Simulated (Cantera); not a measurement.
# Stirred combustor or abatement burner

A perfectly stirred reactor is fed with 5.30 % C₂H₄, 16.8 % O₂, 63.1 % N₂, 6.36 % CO₂, 8.48 % H₂O, equivalence ratio 0.95, at 750 Torr; it is adiabatic with a 650 K inlet, and is followed from long to short residence time, starting on the burning branch (τ in s: 0.098, 0.039, 0.015, 0.0061, 0.0024, 0.00097, 0.00039, 0.00015, 6.1e-05, 2.4e-05).

Cantera simulation using GRI-Mech 3.0 (53 species, 325 reactions); the numbers are that mechanism's predictions, not measurements. GRI-Mech 3.0 was tuned for natural gas; its chemistry of ethylene as a main component is partial and can be far from experiment.

```tsv
τ (s)	T (K)	x C₂H₄	x O₂	x CO₂	x N₂O	x H₂O	x HCN
0.098	2245	1.23e-6	0.0146	0.155	1.74e-7	0.184	1.79e-7
0.039	2229	2.80e-6	0.0158	0.153	1.74e-7	0.183	2.33e-7
0.015	2196	6.13e-6	0.0177	0.149	1.71e-7	0.181	2.63e-7
0.0061	2149	1.21e-5	0.0203	0.144	1.64e-7	0.178	2.83e-7
0.0024	2084	2.42e-5	0.0236	0.138	1.53e-7	0.174	3.31e-7
0.00097	2011	4.84e-5	0.0272	0.131	1.41e-7	0.170	4.34e-7
0.00039	1931	0.000103	0.0312	0.124	1.28e-7	0.166	6.24e-7
0.00015	1843	0.000259	0.0364	0.116	1.15e-7	0.162	9.97e-7
6.1e-5	1741	0.000798	0.0454	0.103	9.55e-8	0.159	1.68e-6
2.4e-5	650	0.0530	0.168	0.0636	<1e-12	0.0848	<1e-12
```
x: mole fraction; the columns are a selection and need not sum to one.
